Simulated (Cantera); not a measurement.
Input (Python, Cantera):

```python
import numpy as np
import cantera as ct

gas = ct.Solution("gri30.yaml", transport_model="mixture-averaged")
show = ['CH4', 'H', 'NO']

rows = []
print(f"{'T/K':>7s}{'rho':>11s}{'cp':>10s}{'mu':>11s}{'lambda':>11s}{'Pr':>7s}" + "".join(f"{'D_' + s:>11s}" for s in show))
for T in [400, 650, 900, 1150, 1400, 1650, 1900]:
    gas.TPX = T, 1000000, {'CO2': 0.76, 'N2O': 1}
    Pr = gas.cp_mass * gas.viscosity / gas.thermal_conductivity
    D = [gas.mix_diff_coeffs_mole[gas.species_index(s)] for s in show]
    rows.append([gas.density, gas.cp_mass, gas.viscosity, gas.thermal_conductivity, Pr, *D])
    print(f"{T:7g}{gas.density:11.4e}{gas.cp_mass:10.1f}{gas.viscosity:11.4e}"
          f"{gas.thermal_conductivity:11.4e}{Pr:7.3f}" + "".join(f"{d:11.4e}" for d in D))
print("SI units: kg/m3, J/kg/K, Pa s, W/m/K, m2/s")
```

It prints:

```
    T/K        rho        cp         mu     lambda     Pr      D_CH4        D_H       D_NO
    400 1.3233e+01     956.3 1.9584e-05 2.5406e-02  0.737 2.9573e-06 1.6927e-05 2.6286e-06
    650 8.1436e+00    1116.4 2.9350e-05 4.4553e-02  0.735 7.0245e-06 4.0247e-05 6.1568e-06
    900 5.8815e+00    1216.7 3.7486e-05 6.1991e-02  0.736 1.2316e-05 7.0597e-05 1.0728e-05
   1150 4.6029e+00    1278.3 4.4618e-05 7.7780e-02  0.733 1.8675e-05 1.0707e-04 1.6216e-05
   1400 3.7810e+00    1321.0 5.1069e-05 9.2220e-02  0.732 2.6003e-05 1.4911e-04 2.2540e-05
   1650 3.2081e+00    1352.5 5.7031e-05 1.0558e-01  0.731 3.4234e-05 1.9633e-04 2.9643e-05
   1900 2.7860e+00    1375.6 6.2622e-05 1.1806e-01  0.730 4.3315e-05 2.4842e-04 3.7482e-05
SI units: kg/m3, J/kg/K, Pa s, W/m/K, m2/s
```

Detailed kinetics in Cantera: GRI-Mech 3.0 (53 species, 325 reactions). The composition is frozen, though it would react at the higher temperatures.
